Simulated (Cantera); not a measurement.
Cantera run:

```python
import numpy as np
import cantera as ct

gas_names = """
    H2S H2
""".split()
cond_names = """
    NiS(b) NiS(a) NiS(L) Ni3S4(s)
""".split()


# ... load() reads the species with a 1 bar reference pressure and builds the phases ...
species = {s.name: s for s in load("nasa_gas.yaml", gas_names) + load("nasa_condensed.yaml", cond_names)}
# Each term lists the table entries of one substance; the one whose range holds T is used.
reactions = {
    '3 NiS + H2S(g) = H2(g) + Ni3S4':
        [(-3, ['NiS(b)', 'NiS(a)', 'NiS(L)']), (-1, ['H2S']), (1, ['H2']), (1, ['Ni3S4(s)'])],
}


def pick(names, T):
    return next(species[n] for n in names if species[n].thermo.min_temp <= T <= species[n].thermo.max_temp)


results = []
for label, terms in reactions.items():
    print(label)
    print("     T/K   dH/kJ  dS/(J/K)   dG/kJ   log10 K")
    for T in [400, 450, 500, 550, 600]:
        used = [(nu, pick(names, T)) for nu, names in terms]
        dH = sum(nu * s.thermo.h(T) for nu, s in used) / 1e6
        dS = sum(nu * s.thermo.s(T) for nu, s in used) / 1e3
        dG = dH - T * dS / 1e3
        logK = -dG * 1e6 / (ct.gas_constant * T * np.log(10))
        results.append((label, T, dH, dS, dG, logK, [s.name for _, s in used]))
        print(f"{T:8g} {dH:8.1f} {dS:8.1f} {dG:8.1f} {logK:8.2f}")
```

It prints:

```
3 NiS + H2S(g) = H2(g) + Ni3S4
     T/K   dH/kJ  dS/(J/K)   dG/kJ   log10 K
     400    -15.0    -41.8      1.7    -0.22
     450    -13.9    -39.1      3.7    -0.43
     500    -12.6    -36.4      5.6    -0.59
     550    -11.2    -33.8      7.4    -0.70
     600     -9.6    -31.1      9.0    -0.78
```

Standard-state values (1 bar) from the NASA 1993 polynomials, evaluated with Cantera. Condensed species are held in their standard states even where they would react or evaporate.
